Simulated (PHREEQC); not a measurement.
Make-up at 25 °C: 28 mmol/kgw K2SO4. Closed to the air; pH follows from the charge balance.

Equilibrium calculation in PHREEQC: ion-association model, phreeqc.dat.

Each row changes one thing in this solution. This is a speciation only: nothing precipitates in the calculation.

```json
[
 {"case": "as made", "pH": "7.13", "ionic strength (mol/kgw)": "0.0769", "K+ (mol/kgw)": "0.0524"},
 {"case": "0.018 mol/kgw Na2SO4 added", "pH": "7.17", "ionic strength (mol/kgw)": "0.124", "K+ (mol/kgw)": "0.0513"},
 {"case": "diluted 5-fold with water", "pH": "7.05", "ionic strength (mol/kgw)": "…", "K+ (mol/kgw)": "0.0109"},
 {"case": "K2SO4 from 0.028 to 0.0308 mol/kgw", "pH": "7.14", "ionic strength (mol/kgw)": "0.0841", "K+ (mol/kgw)": "…"},
 {"case": "diluted 10-fold with water", "pH": "7.03", "ionic strength (mol/kgw)": "0.00826", "K+ (mol/kgw)": "…"},
 {"case": "K2SO4 replaced by KBr at the same molality", "pH": "6.99", "ionic strength (mol/kgw)": "0.0280", "K+ (mol/kgw)": "0.0280"},
 {"case": "0.0012 mol/kgw LiOH added", "pH": "10.97", "ionic strength (mol/kgw)": "…", "K+ (mol/kgw)": "0.0525"},
 {"case": "diluted 2-fold with water", "pH": "7.09", "ionic strength (mol/kgw)": "0.0397", "K+ (mol/kgw)": "0.0268"}
]
```

### Question
What belongs in the gaps?

### Answer

- diluted 5-fold with water, ionic strength (mol/kgw): 0.0163
- K2SO4 from 0.028 to 0.0308 mol/kgw, K+ (mol/kgw): 0.0575
- diluted 10-fold with water, K+ (mol/kgw): 0.00553
- 0.0012 mol/kgw LiOH added, ionic strength (mol/kgw): 0.0780

Species that the database lacks are ignored.
